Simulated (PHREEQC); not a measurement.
Make-up at 25 °C: 0.44 mol/kgw HNO3, 0.0095 mol/kgw MnCl2 and 0.0088 mol/kgw CsF. Closed to the air; pH follows from the charge balance.

The numbers come from PHREEQC with the ion-association model, wateq4f.dat.

This is a speciation only: nothing precipitates in the calculation.

**Question.** What pH, activity of water does the model give?

**Answer.** pH 0.48; activity of water 0.984.

**Question.** In which forms is F present?

**Answer.** HF 95 %, H2F2 4.6 % of the F.

Complexes and solids missing from the database can't appear.
